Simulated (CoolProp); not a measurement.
Model: reference Helmholtz-energy equation of state, Akasaka 2020, in CoolProp.

Task: For R1123, give the phase and the Joule-Thomson coefficient (K/MPa) at 42.75 °C and 1.01 bar; 64.35 °C and 1.01 bar.

Result: 
- 42.75 °C and 1.01 bar: gas; Joule-Thomson coefficient 11.2
- 64.35 °C and 1.01 bar: gas; Joule-Thomson coefficient 9.31
